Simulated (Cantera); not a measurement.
Input: 1 mol SiCl4, a varied amount of H2O, 0.12 mol H2, equilibrated at 673 K and 12.0 mbar.

Cantera equilibrium calculation (NASA polynomials, part measured and part estimated; ideal gas, pure solids and liquids). Candidate condensed phases: H2O, Si, SiO2; 30 gas species. Equilibrium is a limit: real reactors are often held back by kinetics, nucleation or transport.

Problem. At 0.22 mol H2O, list the 4 most abundant gas species with their mole fractions, and the condensed phases.

Solution. SiCl4 0.614, HCl 0.303, H2 0.0827, SiHCl3 2.12e-5. Condensed: SiO2(α-quartz).
